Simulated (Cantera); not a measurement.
A freely propagating, adiabatic, planar premixed flame of CH4 : CO : O2 : N2 = 1 : 0.52 : 3.18 : 11.8 (molar parts), unburnt at 575 K and 1.01 bar; multicomponent transport, grid criteria slope 0.08 and curve 0.16, no radiation.

Model: GRI-Mech 3.0 (53 species, 325 reactions), integrated in Cantera. Burning velocities carry a grid error of a few per cent, more on coarse grids.

### Question
Predict: laminar burning velocity; thermal thickness; peak x(CH2); peak x(CH2CO).

### Answer
| Property | Value |
|---|---|
| laminar burning velocity | 94.4 cm/s |
| thermal thickness | 0.400 mm |
| peak x(CH2) | 1.69e-5 |
| peak x(CH2CO) | 3.77e-5 |
